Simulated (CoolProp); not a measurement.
n-perfluoropentane along the isotherm 500 K: fugacity coefficient from the reference equation and from simpler models built on Tc = 421.0 K, pc = 20.63 bar, ω = 0.436; each cubic takes its own stable root.

The numbers come from the reference Helmholtz-energy equation of state, Gao 2022 in CoolProp.

| p (bar) | phase | reference |
|---|---|---|
| 3.09 | gas | 0.9735 |
| 6.19 | gas | 0.9473 |
| 9.28 | gas | 0.9217 |
| 12.4 | gas | 0.8962 |
| 15.5 | gas | 0.8714 |
| 18.6 | gas | 0.8472 |
| 21.7 | supercritical | 0.8234 |
| 24.8 | supercritical | 0.8003 |
| 27.8 | supercritical | 0.7786 |
| 30.9 | supercritical | 0.7569 |

Question: How far does each simpler model (van der Waals, Redlich-Kwong, Soave-Redlich-Kwong) lie from the reference over these 10 states: mean and median of the absolute difference, and the worst?

Answer: 
- van der Waals: mean 2.2 %, median 1.9 %, worst -5.1 % at 500 K and 30.9 bar
- Redlich-Kwong: mean 2.5 %, median 2.4 %, worst -4.8 % at 500 K and 30.9 bar
- Soave-Redlich-Kwong: mean 0.9 %, median 0.8 %, worst +1.8 % at 500 K and 30.9 bar
